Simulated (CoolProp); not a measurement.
Isopentane along the isobar 1210 kPa: fugacity coefficient from the reference equation and from simpler models built on Tc = 460.3 K, pc = 3378 kPa, ω = 0.227; each cubic takes its own stable root.

Computed with CoolProp (reference Helmholtz-energy equation of state, Lemmon 2006). It is a short technical equation, of lower accuracy than the large ones.

```
T (K)  phase  reference
-----  -----  ---------
434.5    gas     0.8534
440      gas     0.8594
445.5    gas     0.8652
450.9    gas     0.8705
456.4    gas     0.8756
461.8    gas     0.8804
467.3    gas     0.8850
472.7    gas     0.8894
478.2    gas     0.8936
483.6    gas     0.8975
489.1    gas     0.9013
494.5    gas     0.9048
500      gas     0.9083
```

Q: How far does each simpler model (van der Waals, Soave-Redlich-Kwong, Peng-Robinson) lie from the reference over these 13 states: mean and median of the absolute difference, and the worst?

A: 
- van der Waals: mean 1.6 %, median 1.5 %, worst +2.9 % at 434.5 K and 1210 kPa
- Soave-Redlich-Kwong: mean 0.2 %, median 0.2 %, worst +0.2 % at 434.5 K and 1210 kPa
- Peng-Robinson: mean 1.2 %, median 1.2 %, worst -1.2 % at 450.9 K and 1210 kPa
